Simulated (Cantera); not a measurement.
A closed system holds: 1 mol BN, 13 mol H2O, held at 1700 K.

Cantera equilibrium calculation (NASA polynomials, part measured and part estimated; ideal gas, pure solids and liquids). Candidate condensed phases: B, BN, B2O3, B3O3H3, H2O; 39 gas species. Rates play no part.

Task: At 1.00 mbar, list the 7 most abundant gas species with their mole fractions, and the condensed phases.

Result: H2O 0.785, H2 0.107, HBO2 0.0705, N2 0.0357, H 0.00152, OH 0.000579, B2O3 0.000380. Condensed: gas only.
